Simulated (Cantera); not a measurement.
Halide evaporation, hydrolysis and transport: MgCl2 + N2 + HCl + Cl2

A closed system holds: 1 mol MgCl2, 450 mol N2, 0.02 mol HCl, 0.00012 mol Cl2, equilibrated at 170 Pa.

These are equilibrium values from Cantera (NASA tables, ideal gas, pure condensed phases), not measurements of a reactor. Candidate condensed phases: Mg, MgCl2, NH4Cl; 18 gas species. Kinetics and transport are ignored.

```json
[
 {"T (K)": "1550", "log p N2": "-2.77", "log p Cl": "-6.89", "log p Mg": "-7.22", "log p MgCl2": "-5.43", "log p MgCl": "-8.09", "log p HCl": "-7.13", "log p H": "-9.34", "log p N": "-14.06"},
 {"T (K)": "1600", "log p N2": "-2.77", "log p Cl": "-6.61", "log p Mg": "-6.94", "log p MgCl2": "-5.44", "log p MgCl": "-7.88", "log p HCl": "-7.13", "log p H": "-9.15", "log p N": "-13.56"},
 {"T (K)": "1650", "log p N2": "-2.77", "log p Cl": "-6.36", "log p Mg": "-6.68", "log p MgCl2": "-5.45", "log p MgCl": "-7.68", "log p HCl": "-7.13", "log p H": "-8.96", "log p N": "-13.09"},
 {"T (K)": "1700", "log p N2": "-2.77", "log p Cl": "-6.12", "log p Mg": "-6.44", "log p MgCl2": "-5.47", "log p MgCl": "-7.50", "log p HCl": "-7.13", "log p H": "-8.78", "log p N": "-12.64"},
 {"T (K)": "1750", "log p N2": "-2.77", "log p Cl": "-5.90", "log p Mg": "-6.22", "log p MgCl2": "-5.51", "log p MgCl": "-7.34", "log p HCl": "-7.14", "log p H": "-8.61", "log p N": "-12.22"},
 {"T (K)": "1800", "log p N2": "-2.77", "log p Cl": "-5.71", "log p Mg": "-6.02", "log p MgCl2": "-5.56", "log p MgCl": "-7.21", "log p HCl": "-7.15", "log p H": "-8.45", "log p N": "-11.82"},
 {"T (K)": "1850", "log p N2": "-2.77", "log p Cl": "-5.53", "log p Mg": "-5.84", "log p MgCl2": "-5.65", "log p MgCl": "-7.11", "log p HCl": "-7.16", "log p H": "-8.28", "log p N": "-11.45"},
 {"T (K)": "1900", "log p N2": "-2.77", "log p Cl": "-5.38", "log p Mg": "-5.69", "log p MgCl2": "-5.78", "log p MgCl": "-7.04", "log p HCl": "-7.17", "log p H": "-8.11", "log p N": "-11.09"},
 {"T (K)": "1950", "log p N2": "-2.77", "log p Cl": "-5.27", "log p Mg": "-5.58", "log p MgCl2": "-5.99", "log p MgCl": "-7.04", "log p HCl": "-7.20", "log p H": "-7.94", "log p N": "-10.75"},
 {"T (K)": "2000", "log p N2": "-2.77", "log p Cl": "-5.19", "log p Mg": "-5.50", "log p MgCl2": "-6.29", "log p MgCl": "-7.10", "log p HCl": "-7.24", "log p H": "-7.76", "log p N": "-10.43"},
 {"T (K)": "2050", "log p N2": "-2.77", "log p Cl": "-5.15", "log p Mg": "-5.46", "log p MgCl2": "-6.68", "log p MgCl": "-7.22", "log p HCl": "-7.31", "log p H": "-7.58", "log p N": "-10.13"},
 {"T (K)": "2100", "log p N2": "-2.77", "log p Cl": "-5.13", "log p Mg": "-5.44", "log p MgCl2": "-7.10", "log p MgCl": "-7.38", "log p HCl": "-7.42", "log p H": "-7.43", "log p N": "-9.83"},
 {"T (K)": "2150", "log p N2": "-2.77", "log p Cl": "-5.13", "log p Mg": "-5.43", "log p MgCl2": "-7.53", "log p MgCl": "-7.56", "log p HCl": "-7.56", "log p H": "-7.32", "log p N": "-9.56"},
 {"T (K)": "2200", "log p N2": "-2.77", "log p Cl": "-5.12", "log p Mg": "-5.43", "log p MgCl2": "-7.96", "log p MgCl": "-7.73", "log p HCl": "-7.74", "log p H": "-7.25", "log p N": "-9.29"}
]
```
log p: log10 of the partial pressure in bar; nothing condenses.

From 1550 K to 2200 K nothing is condensed. The main Mg-bearing gas is MgCl2 at 1550 K and Mg at 2200 K.
